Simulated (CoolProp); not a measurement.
Vapour-liquid equilibrium of dimethyl ether (1) + n-butane (2) at -54.45 °C; x and y are mole fractions of (1).

The numbers come from the multi-fluid Helmholtz-energy mixture model, Wu 2011 and Bücker 2006; pair parameters Bell 2016 in CoolProp.

```json
[
 {"x": "0.05", "bubble pressure, mixture model (kPa)": "9.064", "bubble pressure, Raoult's law (kPa)": "7.967", "y, mixture model": "0.244", "y, Raoult's law": "0.142"},
 {"x": "0.15", "bubble pressure, mixture model (kPa)": "12.15", "bubble pressure, Raoult's law (kPa)": "9.515", "y, mixture model": "[?]", "y, Raoult's law": "0.357"},
 {"x": "0.25", "bubble pressure, mixture model (kPa)": "14.53", "bubble pressure, Raoult's law (kPa)": "11.06", "y, mixture model": "0.611", "y, Raoult's law": "0.512"},
 {"x": "0.35", "bubble pressure, mixture model (kPa)": "16.37", "bubble pressure, Raoult's law (kPa)": "12.61", "y, mixture model": "[?]", "y, Raoult's law": "0.629"},
 {"x": "0.45", "bubble pressure, mixture model (kPa)": "17.81", "bubble pressure, Raoult's law (kPa)": "14.16", "y, mixture model": "[?]", "y, Raoult's law": "0.721"},
 {"x": "0.55", "bubble pressure, mixture model (kPa)": "18.99", "bubble pressure, Raoult's law (kPa)": "15.71", "y, mixture model": "0.784", "y, Raoult's law": "0.794"},
 {"x": "0.65", "bubble pressure, mixture model (kPa)": "20.00", "bubble pressure, Raoult's law (kPa)": "17.26", "y, mixture model": "0.823", "y, Raoult's law": "0.854"},
 {"x": "0.75", "bubble pressure, mixture model (kPa)": "[?]", "bubble pressure, Raoult's law (kPa)": "18.80", "y, mixture model": "0.863", "y, Raoult's law": "0.904"},
 {"x": "0.85", "bubble pressure, mixture model (kPa)": "21.68", "bubble pressure, Raoult's law (kPa)": "20.35", "y, mixture model": "0.908", "y, Raoult's law": "0.947"},
 {"x": "0.95", "bubble pressure, mixture model (kPa)": "[?]", "bubble pressure, Raoult's law (kPa)": "21.90", "y, mixture model": "[?]", "y, Raoult's law": "0.984"}
]
```

Q: Some entries are withheld; supply them.

A: 
- 0.15, y, mixture model: 0.487
- 0.35, y, mixture model: 0.687
- 0.45, y, mixture model: 0.741
- 0.75, bubble pressure, mixture model (kPa): 20.88
- 0.95, bubble pressure, mixture model (kPa): 22.38
- 0.95, y, mixture model: 0.965

The largest gap from Raoult's law is +31.4 % in bubble pressure, at x = 0.25. No azeotrope shows between x = 0.05 and 0.95.

Pair parameters are fitted to limited data, so mixtures are less certain than the pure fluids.
